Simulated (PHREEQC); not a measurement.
A solution holds 33 mmol/kgw NaOH and 9 mmol/kgw NaAlO2, at 35 °C. Closed to the air; pH follows from the charge balance.

All values are PHREEQC results (ion-association model, wateq4f.dat), not measurements.

This is a speciation only: nothing precipitates in the calculation.

### Question
What pH, ionic strength does the model give?

### Answer
pH 12.12; ionic strength 0.0420 mol/kgw.
